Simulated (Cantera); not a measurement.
# Silicon epitaxy and polysilicon growth: Si2Cl6 + HCl + H2 + Cl2

Charge: 1 mol Si2Cl6, 0.053 mol HCl, 46 mol H2, 0.9 mol Cl2, held at 10.0 mbar.

Method: chemical equilibrium by Gibbs-energy minimisation in Cantera with the NASA 1993 tables (ideal gas, pure condensed phases). Candidate condensed phases: Si; 19 gas species. The feed counts by its element totals alone. The tables' values for SiCl3, SiCl are old estimates; treat these amounts as uncertain. Rates play no part.

From 1000 K to 1600 K the condensed part is Si(s). The main Si-bearing gas is SiCl4 at 1000 K and SiCl2 at 1600 K. The share of Si in condensed phases is highest at 1200 K (26.2 %) and lowest at 1000 K (11.4 %).

```csv
T (K),log p H2,log p HCl,log p SiCl2,log p SiCl4,log p SiHCl3,n Si(s)
1000,-2.03,-3.57,-4.89,-3.56,-4.17,0.228
1050,-2.03,-3.42,-4.53,-3.63,-4.23,0.331
1100,-2.04,-3.29,-4.22,-3.73,-4.32,0.426
1150,-2.04,-3.18,-3.98,-3.89,-4.44,0.494
1200,-2.05,-3.11,-3.80,-4.11,-4.62,0.523
1250,-2.05,-3.06,-3.68,-4.41,-4.85,0.520
1300,-2.06,-3.04,-3.60,-4.77,-5.12,0.500
1350,-2.06,-3.03,-3.56,-5.14,-5.41,0.475
1400,-2.06,-3.03,-3.54,-5.52,-5.70,0.449
1450,-2.06,-3.03,-3.52,-5.88,-5.97,0.423
1500,-2.06,-3.04,-3.51,-6.22,-6.23,0.399
1550,-2.06,-3.04,-3.50,-6.55,-6.48,0.375
1600,-2.06,-3.04,-3.49,-6.85,-6.71,0.353
```
log p: log10 of the partial pressure in bar; n: condensed amount in mol.
